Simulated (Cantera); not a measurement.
## Equilibrium for iron carbonyl, mercury and lead vapours: Hg + H₂ + N₂

Charge: 1 mol Hg, 1.4 mol H₂, 60 mol N₂, at 725 K and 0.00133 bar.

These are equilibrium values from Cantera (NASA tables, ideal gas, pure condensed phases), not measurements of a reactor. Candidate condensed phases: Hg; 10 gas species. Kinetics and transport are ignored.

```yaml
x(N₂): 0.962
x(H₂): 0.0224
x(Hg): 0.0160
gas_amount: 62.40 mol
log10 activity of Hg(l) (absent): -5.31
```
